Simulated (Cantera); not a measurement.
# Thermodynamics of silicon nitride deposition, feed SiH2Cl2 + NH3

Input: 1 mol SiH2Cl2, 0.88 mol NH3, equilibrated at 3.08 Torr.

Method: chemical equilibrium by Gibbs-energy minimisation in Cantera with the NASA 1993 tables (ideal gas, pure condensed phases). Candidate condensed phases: NH4Cl, Si, Si3N4; 28 gas species. Mutual solubility and eutectic melting of coexisting phases are not modelled. The tables' values for SiCl3, SiCl, SiN are old estimates; treat these amounts as uncertain. Gases not in the tables: Si2H6 and higher silanes. Equilibrium is a limit: real reactors are often held back by kinetics, nucleation or transport.

```json
[
 {"T (K)": "1325", "x H2": "0.555", "x HCl": "0.327", "x SiCl2": "0.0693", "x N2": "0.00489", "x SiCl4": "0.0240", "x SiCl3": "0.0175", "n Si3N4(s)": "0.212", "n Si(s)": "0", "n Si(l)": "0"},
 {"T (K)": "1375", "x H2": "0.542", "x HCl": "0.325", "x SiCl2": "0.0920", "x N2": "0.0118", "x SiCl4": "0.0122", "x SiCl3": "0.0156", "n Si3N4(s)": "0.201", "n Si(s)": "0", "n Si(l)": "0"},
 {"T (K)": "1425", "x H2": "0.540", "x HCl": "0.302", "x SiCl2": "0.116", "x N2": "0.0224", "x SiCl4": "0.00543", "x SiCl3": "0.0127", "n Si3N4(s)": "0.182", "n Si(s)": "0", "n Si(l)": "0"},
 {"T (K)": "1475", "x H2": "0.546", "x HCl": "0.267", "x SiCl2": "0.140", "x N2": "0.0351", "x SiCl4": "0.00219", "x SiCl3": "0.00950", "n Si3N4(s)": "0.160", "n Si(s)": "0", "n Si(l)": "0"},
 {"T (K)": "1525", "x H2": "0.554", "x HCl": "0.227", "x SiCl2": "0.162", "x N2": "0.0481", "x SiCl4": "0.000831", "x SiCl3": "0.00674", "n Si3N4(s)": "0.136", "n Si(s)": "0", "n Si(l)": "0"},
 {"T (K)": "1575", "x H2": "0.564", "x HCl": "0.189", "x SiCl2": "0.182", "x N2": "0.0602", "x SiCl4": "0.000305", "x SiCl3": "0.00460", "n Si3N4(s)": "0.114", "n Si(s)": "0", "n Si(l)": "0"},
 {"T (K)": "1625", "x H2": "0.538", "x HCl": "0.166", "x SiCl2": "0.180", "x N2": "0.111", "x SiCl4": "0.000124", "x SiCl3": "0.00310", "n Si3N4(s)": "0.0119", "n Si(s)": "0.280", "n Si(l)": "0"},
 {"T (K)": "1675", "x H2": "0.535", "x HCl": "0.163", "x SiCl2": "0.180", "x N2": "0.117", "x SiCl4": "6.39e-5", "x SiCl3": "0.00236", "n Si3N4(s)": "0", "n Si(s)": "0.312", "n Si(l)": "0"},
 {"T (K)": "1725", "x H2": "0.532", "x HCl": "0.166", "x SiCl2": "0.179", "x N2": "0.117", "x SiCl4": "3.62e-5", "x SiCl3": "0.00186", "n Si3N4(s)": "0", "n Si(s)": "0", "n Si(l)": "0.316"},
 {"T (K)": "1775", "x H2": "0.529", "x HCl": "0.171", "x SiCl2": "0.177", "x N2": "0.117", "x SiCl4": "2.16e-5", "x SiCl3": "0.00150", "n Si3N4(s)": "0", "n Si(s)": "0", "n Si(l)": "0.322"},
 {"T (K)": "1825", "x H2": "0.524", "x HCl": "0.175", "x SiCl2": "0.174", "x N2": "0.117", "x SiCl4": "1.32e-5", "x SiCl3": "0.00122", "n Si3N4(s)": "0", "n Si(s)": "0", "n Si(l)": "0.328"},
 {"T (K)": "1875", "x H2": "0.519", "x HCl": "0.178", "x SiCl2": "0.171", "x N2": "0.116", "x SiCl4": "8.22e-6", "x SiCl3": "0.000999", "n Si3N4(s)": "0", "n Si(s)": "0", "n Si(l)": "0.331"}
]
```
x: gas mole fraction; n: condensed amount in mol.

From 1325 K to 1575 K the condensed part is Si3N4(s). At 1625 K the condensed part is Si(s) + Si3N4(s). At 1675 K the condensed part is Si(s). From 1725 K to 1875 K the condensed part is Si(l). The main Si-bearing gas is SiCl2 throughout. The share of Si in condensed phases is highest at 1325 K (63.6 %) and lowest at 1675 K (31.2 %).
